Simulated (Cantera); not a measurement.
Adiabatic ignition

An adiabatic, constant-pressure homogeneous reactor starts with 47.9 % H2, 10.9 % O2, 41.0 % N2, 0.240 % NO, at 1775 K and 1.20 bar.

Detailed kinetics in Cantera: GRI-Mech 3.0 (53 species, 325 reactions).

| t (s) | T (K) | x H2 | x O2 | x NO | x O | x H2O2 | x N2 |
|---|---|---|---|---|---|---|---|
| 8.00e-6 | 2020 | 0.208 | 0.00346 | 0.00242 | 0.00846 | 3.82e-7 | 0.414 |
| 2.91e-5 | 2440 | 0.238 | 0.00178 | 0.00249 | 0.00507 | 1.18e-7 | 0.428 |
| 0.000106 | 2794 | 0.261 | 0.000699 | 0.00244 | 0.00209 | 8.00e-8 | 0.441 |
| 0.000386 | 2879 | 0.266 | 0.000503 | 0.00198 | 0.00152 | 7.80e-8 | 0.445 |
| 0.00141 | 2881 | 0.266 | 0.000511 | 0.00157 | 0.00154 | 7.88e-8 | 0.445 |
| 0.00512 | 2881 | 0.266 | 0.000511 | 0.00153 | 0.00154 | 7.89e-8 | 0.445 |
| 0.0186 | 2881 | 0.266 | 0.000511 | 0.00153 | 0.00154 | 7.89e-8 | 0.445 |
| 0.0679 | 2881 | 0.266 | 0.000511 | 0.00153 | 0.00154 | 7.89e-8 | 0.445 |
| 0.247 | 2881 | 0.266 | 0.000511 | 0.00153 | 0.00154 | 7.89e-8 | 0.445 |
| 0.900 | 2881 | 0.266 | 0.000511 | 0.00153 | 0.00154 | 7.89e-8 | 0.445 |
x: mole fraction; the columns are a selection and need not sum to one.

```yaml
time_of_steepest_temperature_rise: 5.61 µs
temperature at 0.900 s: 2881 K
equilibrium_temperature: 2881 K
x(H2) at 0.900 s: 0.266 (gas-phase equilibrium 0.266)
x(O2) at 0.900 s: 0.000511 (gas-phase equilibrium 0.000511)
x(NO) at 0.900 s: 0.00153 (gas-phase equilibrium 0.00153)
```
